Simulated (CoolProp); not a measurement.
A simple Rankine cycle with R114: condensing at 330.15 K, boiler at 1.72 MPa, turbine inlet 384.8 K, turbine efficiency 0.8, pump efficiency 0.6, no recuperator. Each further row changes one setting.

Model: reference Helmholtz-energy equation of state, Platzer 1990, in CoolProp. This equation is an older, rougher fit; its heat capacities, sound speeds and derivatives of the liquid may be far off and weren't checked against measurements.

| case | thermal efficiency (%) | net work (kJ/kg) | heat in (kJ/kg) | turbine exit temperature (K) | volume ratio over the turbine |
|---|---|---|---|---|---|
| as stated | 8.3 | ? | 140 | 348.3 | 3.79 |
| turbine inlet 404.8 K | 8.3 | 13.2 | 160 | ? | 3.55 |
| condensing temperature 322.15 K | ? | 14.1 | 148 | 343.4 | 4.72 |
| boiler pressure 1.2 MPa | 6.1 | 9.18 | ? | 363.1 | 2.37 |
| turbine efficiency 0.7 | 7.1 | 10.0 | 140 | 350.4 | ? |

Problem. What belongs in the gaps?

Solution. 
- as stated, net work (kJ/kg): 11.7
- turbine inlet 404.8 K, turbine exit temperature (K): 371.4
- condensing temperature 322.15 K, thermal efficiency (%): 9.5
- boiler pressure 1.2 MPa, heat in (kJ/kg): 149
- turbine efficiency 0.7, volume ratio over the turbine: 3.83
